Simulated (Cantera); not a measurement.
Catalytic stagnation flow on Pt

A jet of 2.67 % CH₄, 9.45 % O₂, 87.9 % N₂ at 300 K and 0.490 bar hits a platinum plate 6.5 cm away at a mass flux of 0.061 kg/m²/s; the plate temperature is set and raised in steps from an oxygen-covered start.

Cantera simulation using Deutschmann's 1995 Pt surface mechanism with GRI-Mech 3.0 gas chemistry; the numbers are that mechanism's predictions, not measurements. Catalytic surfaces can have several steady states; this one follows from the mechanism file's or the stated starting coverage.

```
plate T (K)  wall x CH₄  wall x O₂  wall x H₂O  wall x OH  wall x CO  wall x CO₂  θ free Pt   θ O*    θ OH*
-----------  ----------  ---------  ----------  ---------  ---------  ----------  ---------  -----  -------
900              0.0101     0.0594      0.0308    1.93e-8    3.36e-6      0.0203      0.150  0.847  0.00291
950             0.00585     0.0503      0.0387    5.48e-8    2.70e-6      0.0255      0.214  0.783  0.00305
1000            0.00360     0.0456      0.0428    1.40e-7    2.24e-6      0.0283      0.280  0.717  0.00292
1050            0.00239     0.0431      0.0449    3.26e-7    1.97e-6      0.0297      0.346  0.651  0.00268
1100            0.00157     0.0419      0.0460    7.08e-7    2.50e-6      0.0302      0.411  0.587  0.00241
1150            0.00103     0.0409      0.0469    1.41e-6    3.19e-6      0.0307      0.474  0.524  0.00215
1200           0.000583     0.0399      0.0480    2.63e-6    4.27e-6      0.0312      0.535  0.463  0.00191
1250            1.09e-5     0.0384      0.0501    5.11e-6    3.44e-6      0.0318      0.593  0.405  0.00170
```
x: mole fraction at the wall; θ: surface coverage.
